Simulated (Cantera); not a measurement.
Charge: 1 mol SiH4, 0.04 mol CH4, 1800 mol H2, at 950 K and 105 Torr.

These are equilibrium values from Cantera (NASA tables, ideal gas, pure condensed phases), not measurements of a reactor. Candidate condensed phases: C, C6H6, C7H8, C8H18, Si, SiC; 87 gas species. Rates play no part.

### Question
What is the equilibrium state?

### Answer
| Quantity | Value |
|---|---|
| x(H2) | 1.000 |
| x(CH4) | 5.76e-6 |
| n(Si(s)) | 0.970 mol |
| n(SiC(s)) | 0.0296 mol |
| gas amount | 1802 mol |
| log10 activity of C(graphite) (absent) | -3.61 |
